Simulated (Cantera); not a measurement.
A Cantera script and what it prints.

```python
import numpy as np
import cantera as ct

gas_names = """
    CL CL2 H HCL H2 N NH NH2 NH3 N2 N2H2 N2H4 Si SiCL SiCL2 SiCL3 SiCL4 SiH SiHCL3 SiH2 SiH2CL2 SiH3
    SiH3CL SiH4 SiN Si2 Si2N Si3
""".split()
cond_names = """
    NH4CL(a) NH4CL(b) Si(cr) Si(L) Si3N4(a)
""".split()


# ... load() reads the species with a 1 bar reference pressure and builds the phases ...
atoms = {
    'SiH2Cl2': {'Si': 1, 'H': 2, 'CL': 2},
    'N2': {'N': 2},
    'Cl2': {'CL': 2},
}
top_T = {'Si3N4(a)': 2400}  # K; cautious upper limits of use, not melting points


# ... equilibrate(T, P, feed) seeds the gas with the atoms and calls Mixture.equilibrate('TP', solver="vcs", rtol=1e-11, max_steps=5000) ...
results = []
T = 1475  # K
P = 450  # Pa
for m in [12, 19, 30, 46, 70, 110, 170]:
    feed = {'SiH2Cl2': 1, 'N2': m, 'Cl2': 0.0096}  # mol
    mix = equilibrate(T, P, feed)
    results.append((T, P, feed, dict(zip(mix.species_names, mix.species_moles))))
    x = sorted(zip(gas.X, gas.species_names), reverse=True)
    print(f"T = {T:g} K  P = {P:g} Pa  n(N2) = {m:g} mol  gas = {mix.phase_moles(0):.4g} mol")
    print("   x: " + "  ".join(f"{s} {v:.3e}" for v, s in x if v > 1e-06))
    print("   condensed (mol): " + ("  ".join(f"{mix.phase(i).name} {mix.phase_moles(i):.4g}"
          for i in range(1, mix.n_phases) if mix.phase_moles(i) > 1e-12) or "none"))
```

Output:

```
T = 1475 K  P = 450 Pa  n(N2) = 12 mol  gas = 13.59 mol
   x: N2 8.541e-01  HCL 8.398e-02  H2 3.157e-02  SiCL2 2.689e-02  SiCL3 2.501e-03  SiCL4 7.916e-04  CL 7.404e-05  H 3.435e-05  SiHCL3 2.816e-05  SiCL 1.404e-06
   condensed (mol): Si3N4(a) 0.1965
T = 1475 K  P = 450 Pa  n(N2) = 19 mol  gas = 20.59 mol
   x: N2 9.034e-01  HCL 5.628e-02  H2 2.040e-02  SiCL2 1.800e-02  SiCL3 1.396e-03  SiCL4 3.684e-04  CL 6.172e-05  H 2.761e-05  SiHCL3 1.264e-05  SiCL 1.127e-06
   condensed (mol): Si3N4(a) 0.1975
T = 1475 K  P = 450 Pa  n(N2) = 30 mol  gas = 31.6 mol
   x: N2 9.369e-01  HCL 3.710e-02  H2 1.309e-02  SiCL2 1.190e-02  SiCL3 7.595e-04  SiCL4 1.649e-04  CL 5.080e-05  H 2.212e-05  SiHCL3 5.506e-06
   condensed (mol): Si3N4(a) 0.1982
T = 1475 K  P = 450 Pa  n(N2) = 46 mol  gas = 47.6 mol
   x: N2 9.580e-01  HCL 2.482e-02  H2 8.590e-03  SiCL2 7.994e-03  SiCL3 4.213e-04  SiCL4 7.552e-05  CL 4.194e-05  H 1.792e-05  SiHCL3 2.474e-06
   condensed (mol): Si3N4(a) 0.1986
T = 1475 K  P = 450 Pa  n(N2) = 70 mol  gas = 71.6 mol
   x: N2 9.721e-01  HCL 1.659e-02  H2 5.663e-03  SiCL2 5.368e-03  SiCL3 2.329e-04  CL 3.453e-05  SiCL4 3.438e-05  H 1.455e-05  SiHCL3 1.111e-06
   condensed (mol): Si3N4(a) 0.1988
T = 1475 K  P = 450 Pa  n(N2) = 110 mol  gas = 111.6 mol
   x: N2 9.820e-01  HCL 1.069e-02  H2 3.609e-03  SiCL2 3.474e-03  SiCL3 1.217e-04  CL 2.788e-05  SiCL4 1.450e-05  H 1.161e-05
   condensed (mol): Si3N4(a) 0.199
T = 1475 K  P = 450 Pa  n(N2) = 170 mol  gas = 171.6 mol
   x: N2 9.883e-01  HCL 6.974e-03  H2 2.335e-03  SiCL2 2.275e-03  SiCL3 6.461e-05  CL 2.261e-05  H 9.343e-06  SiCL4 6.244e-06
   condensed (mol): Si3N4(a) 0.1991
```

These are equilibrium values from Cantera (NASA tables, ideal gas, pure condensed phases), not measurements of a reactor. N2 is the only nitrogen source here; it is nearly inert below about 1500 K, so the nitride shown seldom forms there in practice. The tables' values for SiCl3 are old estimates; treat these amounts as uncertain.
